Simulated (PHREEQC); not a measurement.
Brine: an equilibrium model

Solution (75 °C): 2.3 mol/kgw HCl and 1.5 mol/kgw NaCl. Closed to the air; pH follows from the charge balance.

The numbers come from PHREEQC with the Pitzer model, pitzer.dat.

```yaml
pH: -0.81
ionic_strength: 3.80 mol/kgw
activity_of_water: 0.834
density: 1.062 g/cm³
osmotic_coefficient: 1.328
total_alkalinity: -2300 meq/kg
```

```tsv
species	molality	activity	log γ
Cl-	3.80	2.23	-0.232
H+	2.30	6.53	0.453
Na+	1.50	2.51	0.223
```

This is a speciation only: nothing precipitates in the calculation. Species that the database lacks are ignored. In brines, pH and single-ion activities rest on the MacInnes convention. Constants without temperature data keep their 25 °C values here.
